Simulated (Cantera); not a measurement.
# Adiabatic ignition

An adiabatic, constant-pressure homogeneous reactor starts with CH4 : O2 : N2 = 1 : 1.54 : 5.78 (molar parts), equivalence ratio 1.3, at 1100 K and 5.00 bar.

Computed with Cantera and GRI-Mech 3.0 (53 species, 325 reactions).

```csv
t (s),T (K),x CH4,x O2,x NO,x C2H4,x H,x O
2.00e-6,1100,0.120,0.185,<1e-12,<1e-12,<1e-12,<1e-12
5.40e-6,1100,0.120,0.185,<1e-12,<1e-12,<1e-12,<1e-12
1.46e-5,1100,0.120,0.185,<1e-12,<1e-12,<1e-12,<1e-12
3.94e-5,1100,0.120,0.185,<1e-12,<1e-12,1.49e-12,2.06e-12
0.000106,1100,0.120,0.185,<1e-12,1.16e-12,4.64e-12,6.08e-12
0.000287,1100,0.120,0.185,<1e-12,3.14e-11,1.96e-11,2.10e-11
0.000775,1100,0.120,0.185,<1e-12,1.20e-9,1.03e-10,8.64e-11
0.00209,1100,0.120,0.185,<1e-12,2.38e-8,2.40e-10,1.79e-10
0.00565,1100,0.120,0.185,<1e-12,1.54e-7,4.07e-10,2.40e-10
0.0152,1101,0.120,0.185,<1e-12,1.33e-6,1.30e-9,5.03e-10
0.0412,1135,0.114,0.180,<1e-12,0.000154,7.84e-8,1.61e-8
0.111,2628,1.11e-12,0.000483,0.00125,<1e-12,0.00387,0.000261
0.300,2628,1.11e-12,0.000483,0.00125,<1e-12,0.00387,0.000261
```
x: mole fraction; the columns are a selection and need not sum to one.

The time of steepest temperature rise is 44.6 ms and the temperature at 0.300 s is 2628 K. The equilibrium temperature is 2628 K and the x(CH4) at 0.300 s is 1.11e-12 (gas-phase equilibrium 1.29e-12). The x(O2) at 0.300 s is 0.000483 (gas-phase equilibrium 0.000483) and the x(NO) at 0.300 s is 0.00125 (gas-phase equilibrium 0.00125).
